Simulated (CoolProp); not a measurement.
Carbon dioxide along the isobar 851 kPa: density (kg/m³) from the reference equation and from simpler models built on Tc = 304.1 K, pc = 7377 kPa, ω = 0.224; each cubic takes its own stable root.

Values from CoolProp's reference Helmholtz-energy equation of state, Span 1996.

```csv
T (K),phase,reference
250.9,gas,19.51
256.7,gas,18.94
262.5,gas,18.41
268.3,gas,17.92
274,gas,17.46
279.8,gas,17.02
285.6,gas,16.61
291.4,gas,16.22
297.2,gas,15.85
303,gas,15.50
308.8,gas,15.17
314.5,gas,14.86
320.3,gas,14.56
326.1,gas,14.27
```

Q: How far does each simpler model (ideal gas, van der Waals, Redlich-Kwong, Soave-Redlich-Kwong, Peng-Robinson) lie from the reference over these 14 states: mean and median of the absolute difference, and the worst?

A: 
- ideal gas: mean 5.1 %, median 4.9 %, worst -8.0 % at 250.9 K and 851 kPa
- van der Waals: mean 1.1 %, median 0.9 %, worst -2.4 % at 250.9 K and 851 kPa
- Redlich-Kwong: mean 0.3 %, median 0.2 %, worst -0.9 % at 250.9 K and 851 kPa
- Soave-Redlich-Kwong: mean 0.1 %, median 0.1 %, worst -0.4 % at 250.9 K and 851 kPa
- Peng-Robinson: mean 0.4 %, median 0.4 %, worst +0.4 % at 297.2 K and 851 kPa
